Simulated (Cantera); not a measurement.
**Thermodynamics of calcination and drying, feed Ca(OH)2 + H2O + O2 + H2**

Charge: 1 mol Ca(OH)2, 0.63 mol H2O, 4.9 mol O2, 0.096 mol H2, held at 400 °C and 1.00 Torr.

Equilibrium computed with Cantera from the NASA thermochemical tables; the gas is ideal and each condensed phase is pure. Candidate condensed phases: Ca, CaO, Ca(OH)2, H2O; 14 gas species. The numbers say what is thermodynamically allowed, not how fast it happens.

```json
{
  "x(O2)": "0.738",
  "x(H2O)": "0.262",
  "n(CaO(s))": "1.00 mol",
  "gas_amount": "6.578 mol",
  "log10 activity of Ca(OH)2(s) (absent)": "-2.26",
  "log10 activity of Ca(s) (absent)": "-42.25"
}
```
